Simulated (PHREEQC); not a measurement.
HNO3 is added in steps, without added water, to 1 kg of water holding 0.0058 mol ZnSO4 and 0.1 mol H3BO3, at 25 °C. O2 is buffered at 0.21 atm. No CO2 enters from the air. The run lets Zn(OH)2-e, Zn4(OH)6SO4, Goslarite precipitate or redissolve, and no other solid.

Base run: PHREEQC, ion-association model, wateq4f.dat. Each further column changes one thing. The table gives HSO4- (mol/kgw).

```json
[
 {"HNO3 added (mol)": "0", "base": "1.96e-6", "database phreeqc.dat": "1.96e-6", "all activity coefficients set to 1": "2.13e-6", "Debye-Hückel limiting law": "1.87e-6", "Davies equation for every ion": "1.94e-6"},
 {"HNO3 added (mol)": "0.002188", "base": "0.000406", "database phreeqc.dat": "0.000408", "all activity coefficients set to 1": "0.000480", "Debye-Hückel limiting law": "0.000378", "Davies equation for every ion": "0.000399"},
 {"HNO3 added (mol)": "0.004812", "base": "0.000824", "database phreeqc.dat": "0.000828", "all activity coefficients set to 1": "0.000964", "Debye-Hückel limiting law": "0.000764", "Davies equation for every ion": "0.000810"},
 {"HNO3 added (mol)": "0.007", "base": "0.00113", "database phreeqc.dat": "0.00113", "all activity coefficients set to 1": "0.00131", "Debye-Hückel limiting law": "0.00104", "Davies equation for every ion": "0.00111"},
 {"HNO3 added (mol)": "0.009187", "base": "0.00139", "database phreeqc.dat": "0.00140", "all activity coefficients set to 1": "0.00161", "Debye-Hückel limiting law": "0.00128", "Davies equation for every ion": "0.00137"},
 {"HNO3 added (mol)": "0.01181", "base": "0.00167", "database phreeqc.dat": "0.00168", "all activity coefficients set to 1": "0.00192", "Debye-Hückel limiting law": "0.00154", "Davies equation for every ion": "0.00164"},
 {"HNO3 added (mol)": "0.014", "base": "0.00188", "database phreeqc.dat": "0.00189", "all activity coefficients set to 1": "0.00214", "Debye-Hückel limiting law": "0.00172", "Davies equation for every ion": "0.00185"}
]
```

 phreeqc.dat and wateq4f.dat share most of their constants, so their agreement is no independent check. Solids allowed in the column 'database phreeqc.dat': Zn(OH)2(e).
